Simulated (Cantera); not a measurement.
A closed system holds: 1 mol BN, a varied amount of HF, 26 mol N2, at 1675 °C and 203 Torr.

Equilibrium computed with Cantera from the NASA thermochemical tables; the gas is ideal and each condensed phase is pure. Candidate condensed phases: B, BN; 31 gas species. The tables' values for BF2 are old estimates; treat these amounts as uncertain. The numbers say what is thermodynamically allowed, not how fast it happens.

Task: At 9.3 mol HF, list the 4 most abundant gas species with their mole fractions, and the condensed phases.

Result: N2 0.750, HF 0.179, H2 0.0420, BF3 0.0278. Condensed: gas only.
